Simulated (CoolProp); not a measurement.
Vapour pressure (bar) of n-nonane: the reference equation beside estimates from Tc = 594.5 K, pc = 22.82 bar, ω = 0.443. Clausius-Clapeyron is anchored at 348.6 K with a constant enthalpy of vaporisation of 42.84 kJ/mol.

Model: reference Helmholtz-energy equation of state, Lemmon 2006, in CoolProp. It is a short technical equation, of lower accuracy than the large ones.

```json
[
 {"T (K)": "289.9", "reference": "0.003391", "Clausius-Clapeyron": "(withheld)", "Redlich-Kwong": "0.03613"},
 {"T (K)": "309.5", "reference": "(withheld)", "Clausius-Clapeyron": "0.01238", "Redlich-Kwong": "0.08858"},
 {"T (K)": "329.1", "reference": "(withheld)", "Clausius-Clapeyron": "0.03337", "Redlich-Kwong": "0.1900"},
 {"T (K)": "348.6", "reference": "0.08011", "Clausius-Clapeyron": "0.08011", "Redlich-Kwong": "0.3653"},
 {"T (K)": "368.2", "reference": "(withheld)", "Clausius-Clapeyron": "0.1759", "Redlich-Kwong": "0.6465"},
 {"T (K)": "387.8", "reference": "0.3490", "Clausius-Clapeyron": "0.3569", "Redlich-Kwong": "(withheld)"},
 {"T (K)": "407.4", "reference": "0.6405", "Clausius-Clapeyron": "(withheld)", "Redlich-Kwong": "1.662"},
 {"T (K)": "426.9", "reference": "1.096", "Clausius-Clapeyron": "1.205", "Redlich-Kwong": "2.464"},
 {"T (K)": "446.5", "reference": "1.777", "Clausius-Clapeyron": "2.047", "Redlich-Kwong": "3.516"},
 {"T (K)": "466.1", "reference": "2.749", "Clausius-Clapeyron": "3.325", "Redlich-Kwong": "4.850"}
]
```

Q: Fill in the missing entries.

A: 
- 289.9, Clausius-Clapeyron: 0.004018
- 309.5, reference: 0.01150
- 329.1, reference: 0.03267
- 368.2, reference: 0.1755
- 387.8, Redlich-Kwong: 1.067
- 407.4, Clausius-Clapeyron: 0.6763

Absolute difference from the reference over all 10 rows, mean and median: Clausius-Clapeyron 8.2 and 6.6 %, Redlich-Kwong 340.6 and 237.1 %.
